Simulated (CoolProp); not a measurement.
Vapour-liquid equilibrium of R22 (1) + R152A (2) at 239.1 K; x and y are mole fractions of (1).

Values from CoolProp's multi-fluid Helmholtz-energy mixture model, Kamei 1995 and Outcalt 1996; pair parameters Bell 2016.

Task: Give the bubble pressure and the first vapour's composition at x = 0.125, 0.5, 0.575. Is there an azeotrope?

Result: x = 0.125: 0.07061 MPa, y = 0.210; x = 0.5: 0.09526 MPa, y = 0.673; x = 0.575: 0.1010 MPa, y = 0.741. No azeotrope shows between x = 0.05 and 0.95.

Pair parameters are fitted to limited data, so mixtures are less certain than the pure fluids.
